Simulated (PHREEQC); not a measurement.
# Acid rinse or clean (model solution)

Dissolve 0.22 mol HBr and 0.0013 mol CuSO4 per kg of water at 20 °C. Closed to the air; pH follows from the charge balance.

Equilibrium calculation in PHREEQC: ion-association model, phreeqc.dat.

No solid was allowed to form.

Problem. Predict the pH.

Solution. pH 0.76.

Problem. In which forms is S present?

Solution. HSO4- 85 %, SO4-2 15 % of the S.
